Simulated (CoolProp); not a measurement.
Properties of R22 along the isobar 27.1 MPa (Tc = 369.3 K, pc = 4.990 MPa, ω = 0.221).

The numbers come from the reference Helmholtz-energy equation of state, Kamei 1995 in CoolProp.

```tsv
T (K)	phase	density (kg/m³)	cp (kJ/(kg K))	speed of sound (m/s)	expansivity (1/kK)
265.3	liquid	1381	1.070	853.5	1.807
294.6	liquid	1306	1.103	752.7	1.991
323.9	liquid	1228	1.140	659.3	2.216
353.2	liquid	1147	1.180	574.0	2.488
382.5	supercritical	1061	1.219	497.4	2.814
411.8	supercritical	971.9	1.255	431.4	3.180
441.1	supercritical	880.9	1.281	378.6	3.516
470.4	supercritical	792.0	1.287	340.8	3.713
499.7	supercritical	710.1	1.272	316.8	3.707
```
